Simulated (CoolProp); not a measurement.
Properties of R22 along the isotherm 359.6 K.

Values from CoolProp's reference Helmholtz-energy equation of state, Kamei 1995.

```json
[
 {"p (MPa)": "0.158", "phase": "gas", "cp (kJ/(kg K))": "0.7285", "cv (kJ/(kg K))": "0.6266", "speed of sound (m/s)": "198.1", "expansivity (1/kK)": "2.898", "Prandtl number": "0.766", "fugacity coefficient": "0.9881"},
 {"p (MPa)": "0.359", "phase": "gas", "cp (kJ/(kg K))": "0.7410", "cv (kJ/(kg K))": "0.6312", "speed of sound (m/s)": "…", "expansivity (1/kK)": "3.058", "Prandtl number": "0.776", "fugacity coefficient": "0.9730"},
 {"p (MPa)": "0.817", "phase": "gas", "cp (kJ/(kg K))": "0.7738", "cv (kJ/(kg K))": "0.6423", "speed of sound (m/s)": "190.6", "expansivity (1/kK)": "3.482", "Prandtl number": "0.803", "fugacity coefficient": "0.9389"},
 {"p (MPa)": "1.86", "phase": "gas", "cp (kJ/(kg K))": "0.8825", "cv (kJ/(kg K))": "0.6730", "speed of sound (m/s)": "177.0", "expansivity (1/kK)": "4.938", "Prandtl number": "0.890", "fugacity coefficient": "0.8619"},
 {"p (MPa)": "9.63", "phase": "liquid", "cp (kJ/(kg K))": "…", "cv (kJ/(kg K))": "0.7472", "speed of sound (m/s)": "364.9", "expansivity (1/kK)": "5.362", "Prandtl number": "1.70", "fugacity coefficient": "0.3524"},
 {"p (MPa)": "21.9", "phase": "liquid", "cp (kJ/(kg K))": "1.223", "cv (kJ/(kg K))": "…", "speed of sound (m/s)": "513.3", "expansivity (1/kK)": "2.914", "Prandtl number": "1.62", "fugacity coefficient": "0.2173"},
 {"p (MPa)": "49.9", "phase": "liquid", "cp (kJ/(kg K))": "1.118", "cv (kJ/(kg K))": "0.7431", "speed of sound (m/s)": "696.0", "expansivity (1/kK)": "1.798", "Prandtl number": "1.79", "fugacity coefficient": "0.1912"}
]
```

Task: Fill in the missing entries.

Result: 
- 0.359, speed of sound (m/s): 195.9
- 9.63, cp (kJ/(kg K)): 1.454
- 21.9, cv (kJ/(kg K)): 0.7378

Viscosity comes from a separate model (Bell 2016), an estimate that may be off by 10 % or more. Thermal conductivity comes from a separate model (McLinden 2000), an estimate that may be off by 10 % or more.
